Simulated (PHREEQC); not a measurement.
NaF is added in steps, without added water, to 1 kg of water holding 0.003 mol KOH, 7.2e-06 mol CO2 and 0.068 mol Na2CO3, at 9.8 °C. O2 is buffered at 0.21 atm. CO2 from the air is kept out. The run lets Nahcolite, Natron precipitate or redissolve, and no other solid.

Base run: PHREEQC, ion-association model, wateq4f.dat. Each further column changes one thing. The table gives pH.

| NaF added (mol) | base | Na2CO3 from 0.068 to 0.0136 mol/kgw | temperature from 9.8 to 85 °C | diluted 2-fold with water | no solid may form |
|---|---|---|---|---|---|
| 0 | 11.98 | 11.97 | 10.20 | 11.78 | 11.98 |
| 0.02 | 11.97 | 11.95 | 10.17 | 11.77 | 11.97 |
| 0.03 | 11.97 | 11.95 | 10.16 | 11.76 | 11.97 |
| 0.05 | 11.96 | 11.94 | 10.14 | 11.75 | 11.96 |
| 0.06 | 11.96 | 11.93 | 10.13 | 11.74 | 11.96 |
| 0.08 | 11.95 | 11.92 | 10.11 | 11.74 | 11.95 |
| 0.09 | 11.95 | 11.92 | 10.10 | 11.73 | 11.95 |
| 0.11 | 11.94 | 11.91 | 10.08 | 11.72 | 11.94 |
| 0.12 | 11.94 | 11.91 | 10.08 | 11.72 | 11.94 |
| 0.14 | 11.94 | 11.90 | 10.06 | 11.71 | 11.94 |
| 0.15 | 11.94 | 11.90 | 10.06 | 11.71 | 11.94 |
| 0.17 | 11.93 | 11.90 | 10.05 | 11.70 | 11.93 |
| 0.18 | 11.93 | 11.89 | 10.04 | 11.70 | 11.93 |
| 0.2 | 11.93 | 11.89 | 10.03 | 11.70 | 11.93 |

Constants without temperature data keep their 25 °C values here.
